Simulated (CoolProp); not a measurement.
A closed Brayton cycle with carbon dioxide: compressor inlet 307.15 K and 9.2 MPa, high pressure 24.3 MPa, turbine inlet 870 K, compressor efficiency 0.89, turbine efficiency 0.9, recuperator effectiveness 0.8 (on enthalpy, no pinch check). Each further row changes one setting.

The numbers come from the reference Helmholtz-energy equation of state, Span 1996 in CoolProp.

```json
[
 {"case": "as stated", "thermal efficiency (%)": "…", "net work (kJ/kg)": "113", "compressor to turbine work": "0.17", "compressor exit (K)": "332.4", "turbine exit (K)": "749.6"},
 {"case": "turbine inlet 820 K", "thermal efficiency (%)": "…", "net work (kJ/kg)": "104", "compressor to turbine work": "0.18", "compressor exit (K)": "332.4", "turbine exit (K)": "…"},
 {"case": "compressor inlet 317.15 K", "thermal efficiency (%)": "31.0", "net work (kJ/kg)": "…", "compressor to turbine work": "…", "compressor exit (K)": "374.2", "turbine exit (K)": "749.6"},
 {"case": "high pressure 20.7 MPa", "thermal efficiency (%)": "…", "net work (kJ/kg)": "97.0", "compressor to turbine work": "0.15", "compressor exit (K)": "…", "turbine exit (K)": "768.9"},
 {"case": "recuperator effectiveness 0.5", "thermal efficiency (%)": "…", "net work (kJ/kg)": "113", "compressor to turbine work": "0.17", "compressor exit (K)": "332.4", "turbine exit (K)": "749.6"}
]
```

Fill in the missing entries.


- as stated, thermal efficiency (%): 31.2
- turbine inlet 820 K, thermal efficiency (%): 30.4
- turbine inlet 820 K, turbine exit (K): 703.8
- compressor inlet 317.15 K, net work (kJ/kg): 101
- compressor inlet 317.15 K, compressor to turbine work: 0.25
- high pressure 20.7 MPa, thermal efficiency (%): 28.5
- high pressure 20.7 MPa, compressor exit (K): 327.5
- recuperator effectiveness 0.5, thermal efficiency (%): 21.8
